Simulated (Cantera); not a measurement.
What does this Cantera script print?

```python
import numpy as np
import cantera as ct

gas_names = """
    Fe FeO Fe(OH)2 H HO2 H2 H2O H2O2 O OH O2 O3
""".split()
cond_names = """
    Fe(a) Fe(c) Fe(d) Fe(L) FeO(s) FeO(L) Fe(OH)2(s) Fe(OH)3(s) Fe2O3(s) Fe3O4(s) H2O(s) H2O(L)
""".split()


# ... load() reads the species with a 1 bar reference pressure and builds the phases ...
atoms = {
    'Fe2O3': {'Fe': 2, 'O': 3},
    'H2': {'H': 2},
    'H2O': {'H': 2, 'O': 1},
}
top_T = {'Fe2O3(s)': 1830, 'Fe3O4(s)': 1870}  # K; cautious upper limits of use, not melting points


# ... equilibrate(T, P, feed) seeds the gas with the atoms and calls Mixture.equilibrate('TP', solver="vcs", rtol=1e-11, max_steps=5000) ...
results = []
feed = {'Fe2O3': 1, 'H2': 1.4, 'H2O': 0.42}  # mol
T = 1148.15  # K
P = 170000  # Pa
mix = equilibrate(T, P, feed)
results.append((T, P, feed, dict(zip(mix.species_names, mix.species_moles))))
x = sorted(zip(gas.X, gas.species_names), reverse=True)
print(f"T = {T:g} K  P = {P:g} Pa  gas = {mix.phase_moles(0):.4g} mol")
print("   x: " + "  ".join(f"{s} {v:.3e}" for v, s in x if v > 1e-06))
print("   condensed (mol): " + ("  ".join(f"{mix.phase(i).name} {mix.phase_moles(i):.4g}"
      for i in range(1, mix.n_phases) if mix.phase_moles(i) > 1e-12) or "none"))
```

Result:

```
T = 1148.15 K  P = 170000 Pa  gas = 1.82 mol
   x: H2O 7.802e-01  H2 2.198e-01
   condensed (mol): FeO(s) 2
```

Equilibrium computed with Cantera from the NASA thermochemical tables; the gas is ideal and each condensed phase is pure. The tables' stoichiometric FeO is somewhat more stable than real wüstite, so its field is too wide. FeO: taken at fixed stoichiometry.
